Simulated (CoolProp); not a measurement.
Carbon monoxide along the isotherm 151.5 K: density (kg/m³) from the reference equation and from simpler models built on Tc = 132.9 K, pc = 3498 kPa, ω = 0.050; each cubic takes its own stable root.

Values from CoolProp's reference Helmholtz-energy equation of state, Lemmon 2006. It is a short technical equation, of lower accuracy than the large ones.

```json
[
 {"p (kPa)": "375", "phase": "gas", "reference": "8.548"},
 {"p (kPa)": "750", "phase": "gas", "reference": "17.55"},
 {"p (kPa)": "1120", "phase": "gas", "reference": "26.93"},
 {"p (kPa)": "1500", "phase": "gas", "reference": "37.14"},
 {"p (kPa)": "1870", "phase": "gas", "reference": "47.74"},
 {"p (kPa)": "2250", "phase": "gas", "reference": "59.39"},
 {"p (kPa)": "2620", "phase": "gas", "reference": "71.60"},
 {"p (kPa)": "3000", "phase": "gas", "reference": "85.20"},
 {"p (kPa)": "3370", "phase": "gas", "reference": "99.64"},
 {"p (kPa)": "3750", "phase": "supercritical", "reference": "116.0"},
 {"p (kPa)": "4120", "phase": "supercritical", "reference": "133.6"},
 {"p (kPa)": "4500", "phase": "supercritical", "reference": "153.8"},
 {"p (kPa)": "4870", "phase": "supercritical", "reference": "175.9"},
 {"p (kPa)": "5250", "phase": "supercritical", "reference": "201.3"}
]
```

Question: How far does each simpler model (ideal gas, van der Waals, Redlich-Kwong, Soave-Redlich-Kwong, Peng-Robinson) lie from the reference over these 14 states: mean and median of the absolute difference, and the worst?

Answer: 
- ideal gas: mean 21.0 %, median 20.2 %, worst -42.0 % at 151.5 K and 5250 kPa
- van der Waals: mean 1.9 %, median 0.3 %, worst +8.8 % at 151.5 K and 5250 kPa
- Redlich-Kwong: mean 0.5 %, median 0.5 %, worst +0.7 % at 151.5 K and 4120 kPa
- Soave-Redlich-Kwong: mean 0.4 %, median 0.1 %, worst -1.9 % at 151.5 K and 5250 kPa
- Peng-Robinson: mean 2.8 %, median 3.1 %, worst +4.4 % at 151.5 K and 4500 kPa
